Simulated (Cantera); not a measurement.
Feed: 1 mol AlCl₃, 87 mol N₂, 770 mol H₂, held at 0.000310 bar.

Method: chemical equilibrium by Gibbs-energy minimisation in Cantera with the NASA 1993 tables (ideal gas, pure condensed phases). Candidate condensed phases: Al, AlCl₃, AlN, NH₄Cl; 20 gas species. The numbers say what is thermodynamically allowed, not how fast it happens.

log p: log10 of the partial pressure in bar; n: condensed amount in mol.

```csv
T (°C),log p H₂,log p N₂,log p HCl,log p AlCl,log p H,log p AlCl₂,n AlN(s)
902,-3.56,-4.51,-5.97,-8.49,-8.69,-9.62,0.989
952,-3.56,-4.51,-5.97,(withheld),(withheld),-9.23,0.958
1002,-3.56,-4.50,-5.99,-7.28,-7.91,-8.90,0.851
1052,-3.56,-4.50,-6.04,-6.79,-7.56,-8.66,0.545
1102,-3.56,-4.50,-6.14,-6.45,(withheld),-8.62,0
1152,-3.56,-4.50,-6.14,-6.45,-6.94,-8.79,0
1202,-3.56,-4.50,-6.14,-6.44,-6.67,-8.95,0
```

Question: Fill in the missing entries.

Answer: 
- 1102, log p H: -7.24
- 952, log p AlCl: -7.85
- 952, log p H: -8.28
